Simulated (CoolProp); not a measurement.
Sulfur hexafluoride along the isobar 41.3 bar: Z from the reference equation and from simpler models built on Tc = 45.6 °C, pc = 37.55 bar, ω = 0.210; each cubic takes its own stable root.

Values from CoolProp's reference Helmholtz-energy equation of state, Guder 2009.

```csv
T (°C),phase,reference
-21.55,liquid,0.1672
21.95,liquid,0.1716
65.35,supercritical,0.5953
108.85,supercritical,0.7849
152.35,supercritical,0.8677
195.75,supercritical,0.9157
239.25,supercritical,0.9464
282.75,supercritical,0.9671
```

How far does each simpler model (van der Waals, Soave-Redlich-Kwong, Peng-Robinson) lie from the reference over these 8 states: mean and median of the absolute difference, and the worst?


- van der Waals: mean 15.9 %, median 4.5 %, worst +51.8 % at -21.55 °C and 41.3 bar
- Soave-Redlich-Kwong: mean 2.7 %, median 1.0 %, worst +11.1 % at 21.95 °C and 41.3 bar
- Peng-Robinson: mean 2.6 %, median 1.8 %, worst -7.1 % at -21.55 °C and 41.3 bar
